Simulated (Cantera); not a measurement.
Standard-state values (1 bar) from the NASA 1993 polynomials, evaluated with Cantera. Values are per mole of reaction as written; species without (g) are pure solids or liquids, kept so even where they would boil at 1 bar.

2 C + O2(g) = 2 CO(g), with ΔH° = -221.0 kJ and ΔS° = 178.8 J/K at 300 K.

### Question
How far is the shortcut ΔG° ≈ ΔH°(300 K) − T·ΔS°(300 K) from the full temperature-dependent value at 698, 748, 798, 848, 898, 948, 998, 1048, 1098, 1148 K?

### Answer
```
T (K)  shortcut (kJ)  full (kJ)  difference (kJ)  difference in log10 K
-----  -------------  ---------  ---------------  ---------------------
698           -345.8     -346.7              0.9                  -0.07
748           -354.8     -355.7              0.9                  -0.07
798           -363.7     -364.7              1.0                  -0.06
848           -372.6     -373.6              1.0                  -0.06
898           -381.6     -382.5              0.9                  -0.05
948           -390.5     -391.4              0.9                  -0.05
998           -399.4     -400.2              0.8                  -0.04
1048          -408.4     -409.0              0.6                  -0.03
1098          -417.3     -417.8              0.5                  -0.02
1148          -426.3     -426.6              0.3                  -0.01
```
The shortcut ignores the heat-capacity change of the reaction.
